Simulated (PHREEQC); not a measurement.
A solution holds 0.0032 mol/kgw HCl, 0.0028 mol/kgw FeSO4 and 0.094 mol/kgw MgSO4, at 25 °C. Closed to the air; pH follows from the charge balance.

Model: ion-association model, phreeqc.dat, run in PHREEQC.

```tsv
quantity	before	after
pH	2.98	6.49
ionic strength (mol/kgw)	0.188	0.193
SO4-2 (mol/kgw)	0.0454	0.0457
HSO4- (mol/kgw)	0.00186	5.69e-7
Fe+2 (mol/kgw)	0.00157	0.00158
FeSO4 (mol/kgw)	0.00121	0.00121
SI of Melanterite (FeSO4:7H2O)	-2.95	-2.95
```

Which change was made?
A. diluted 2-fold with water
B. FeSO4 from 0.0028 to 0.028 mol/kgw
C. HCl replaced by MgCl2 at the same molality
D. temperature from 25 to 10 °C
E. diluted 5-fold with water

C, HCl replaced by MgCl2 at the same molality

No solid was allowed to form.
